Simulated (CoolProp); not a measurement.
Ammonia at 309.27 K and 0.402 MPa flows at 0.38 m/s in a round tube of 1 mm bore and 15 µm roughness, fully developed (64/Re and Nu = 3.66 if laminar; Colebrook and Gnielinski if turbulent). Each further row changes one setting.

The numbers come from the reference Helmholtz-energy equation of state, Gao 2020 in CoolProp.

| case | Reynolds number | Darcy friction factor | pressure drop (Pa/m) | heat-transfer coefficient (W/(m² K)) | mass flow (kg/h) |
|---|---|---|---|---|---|
| as stated | ___ | 0.635 | 127 | 96.3 | ___ |
| velocity 0.76 m/s | 201 | 0.318 | 254 | 96.3 | 0.00594 |
| diameter 2 mm | 201 | 0.318 | ___ | ___ | ___ |

Task: Fill in the missing entries.

Result: 
- as stated, Reynolds number: 101
- as stated, mass flow (kg/h): 0.00297
- diameter 2 mm, pressure drop (Pa/m): 31.7
- diameter 2 mm, heat-transfer coefficient (W/(m² K)): 48.2
- diameter 2 mm, mass flow (kg/h): 0.0119

Viscosity comes from a separate model (Fenghour 1995). Thermal conductivity comes from a separate model (Tufeu 1984).
